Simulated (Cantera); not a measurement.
A closed system holds: 1 mol Si, 2.5 mol NF3, equilibrated at 1200 K and 0.620 bar.

Equilibrium computed with Cantera from the NASA thermochemical tables; the gas is ideal and each condensed phase is pure. Candidate condensed phases: Si, Si3N4; 16 gas species. Kinetics and transport are ignored.

Base state: F 0.305, N2 0.265, F2 0.217, SiF4 0.212, NF3 0.00101 (mole fractions); condensed: gas only.

What changes in the equilibrium state with this change: pressure from 0.620 bar to 1.33 mbar?


```tsv
species	before	after
F	0.305	0.606
N2	0.265	0.218
SiF4	0.212	0.174
F2	0.217	0.00185
NF3	0.00101	1.54e-9
```

What changes in the equilibrium state with this change: pressure from 0.620 bar to 13.3 mbar?


```
species   before    after
-------  -------  -------
F          0.305    0.585
N2         0.265    0.221
SiF4       0.212    0.177
F2         0.217   0.0172
NF3      0.00101  4.42e-7
```
